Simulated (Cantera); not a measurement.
Charge: 1 mol CH3OH, 1.4 mol CO2, equilibrated at 2373.15 K and 1.60 mbar.

Equilibrium computed with Cantera from the NASA thermochemical tables; the gas is ideal and each condensed phase is pure. Rates play no part.

```json
[
 {"species": "CO", "before": "0.418", "after": "0.428"},
 {"species": "H2", "before": "0.162", "after": "0.253"},
 {"species": "H2O", "before": "0.162", "after": "0.201"},
 {"species": "H", "before": "0.141", "after": "0.000523"},
 {"species": "CO2", "before": "0.0715", "after": "0.117"},
 {"species": "O", "before": "0.0146", "after": "2.61e-8"},
 {"species": "OH", "before": "0.0250", "after": "1.51e-5"},
 {"species": "O2", "before": "0.00603", "after": "9.53e-9"}
]
```
Gas species are given as mole fractions.

Problem. Name the change that produced these shifts.
(A) temperature from 2373.15 K to 1575 K
(B) CO2 from 1.4 to 3.2 mol
(C) CH3OH replaced by C2H2
(D) CO2 from 1.4 to 0.068 mol

Solution. A, temperature from 2373.15 K to 1575 K
